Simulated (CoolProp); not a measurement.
Vapour-liquid equilibrium of CH2F2 (R32) (1) + R125 (2) at -29.65 °C; x and y are mole fractions of (1).

Model: multi-fluid Helmholtz-energy mixture model, Tillner-Roth 1997 and Lemmon 2005; pair parameters Lemmon 2004, in CoolProp.

```
x     bubble pressure, mixture model (MPa)  bubble pressure, Raoult's law (MPa)  y, mixture model  y, Raoult's law
----  ------------------------------------  -----------------------------------  ----------------  ---------------
0.05                                0.2352                               0.2336        (withheld)            0.059
0.15                                0.2429                               0.2383             0.187            0.175
0.25                                0.2503                               0.2429             0.300            0.286
0.35                                0.2571                               0.2475             0.405            0.392
0.45                                0.2631                               0.2521             0.502            0.495
0.55                            (withheld)                               0.2567             0.593            0.594
0.65                                0.2726                               0.2613             0.681            0.690
0.75                                0.2757                               0.2659        (withheld)            0.782
0.85                                0.2777                               0.2705             0.855            0.872
0.95                                0.2780                               0.2751             0.949            0.958
```

Task: Some entries are withheld; supply them.

Result: 
- 0.05, y, mixture model: 0.064
- 0.55, bubble pressure, mixture model (MPa): 0.2683
- 0.75, y, mixture model: 0.768

The largest gap from Raoult's law is +4.5 % in bubble pressure, at x = 0.55. y crosses x between x = 0.85 and 0.95: the model has an azeotrope there.

The pair parameters rest on a limited set of measurements; away from them the model extrapolates.
